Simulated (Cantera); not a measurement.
What does this Cantera script print?

```python
import numpy as np
import cantera as ct

gas_names = [...]  # 117 gases of nasa_gas.yaml made of C, H, Na, O
cond_names = """
    C(gr) C6H6(L) C7H8(L) C8H18(L),n-octa H2O(s) H2O(L) Na(cr) Na(L) NaOH(a) NaOH(L) NaO2(s) Na2CO3(I)
    Na2CO3(II) Na2CO3(L) Na2O(c) Na2O(a) Na2O(L) Na2O2(a) Na2O2(b)
""".split()


# ... load() reads the species with a 1 bar reference pressure and builds the phases ...
atoms = {
    'Na2CO3': {'Na': 2, 'C': 1, 'O': 3},
    'H2O': {'H': 2, 'O': 1},
}
top_T = {'C(gr)': 4500, 'NaO2(s)': 800, 'Na2O2(b)': 940}  # K; cautious upper limits of use, not melting points


# ... equilibrate(T, P, feed) seeds the gas with the atoms and calls Mixture.equilibrate('TP', solver="vcs", rtol=1e-11, max_steps=5000) ...
results = []
feed = {'Na2CO3': 1, 'H2O': 0.11}  # mol
P = 133.322  # Pa
for T in [1375, 1450, 1525, 1600, 1675, 1750, 1825, 1900]:
    mix = equilibrate(T, P, feed)
    results.append((T, P, feed, dict(zip(mix.species_names, mix.species_moles))))

top = {s: max(r[3][s] / sum(r[3][g] for g in gas_names) for r in results) for s in gas_names}
cols = sorted((s for s in top if top[s] > 0.001), key=lambda s: -top[s])[:5]
seen = [c for c in cond_names if any(r[3].get(c, 0) > 1e-12 for r in results)]
print("log10 of partial pressures in bar; condensed amounts in mol")
print(f"{'T/K':>10s}" + "".join(f"{s[:9]:>10s}" for s in cols + seen))
for T, P, feed, n in results:
    ng = sum(n[g] for g in gas_names)
    print(f"{T:10.4g}" + "".join(f"{np.log10(max(n[s] / ng * P / 1e5, 1e-99)):10.3f}" for s in cols)
          + "".join(f"{n.get(c, 0):10.4g}" for c in seen))
```

It prints:

```
log10 of partial pressures in bar; condensed amounts in mol
       T/K        Na      NaOH       CO2        O2       H2O Na2CO3(L)
      1375    -3.614    -3.255    -3.398    -4.217    -4.142    0.8744
      1450    -3.163    -4.076    -3.412    -3.766    -6.209         0
      1525    -3.161    -4.096    -3.413    -3.765    -5.621         0
      1600    -3.158    -4.151    -3.416    -3.761    -5.166         0
      1675    -3.152    -4.254    -3.421    -3.755    -4.864         0
      1750    -3.147    -4.395    -3.427    -3.748    -4.685         0
      1825    -3.144    -4.558    -3.436    -3.742    -4.586         0
      1900    -3.142    -4.730    -3.448    -3.735    -4.535         0
```

Method: chemical equilibrium by Gibbs-energy minimisation in Cantera with the NASA 1993 tables (ideal gas, pure condensed phases).
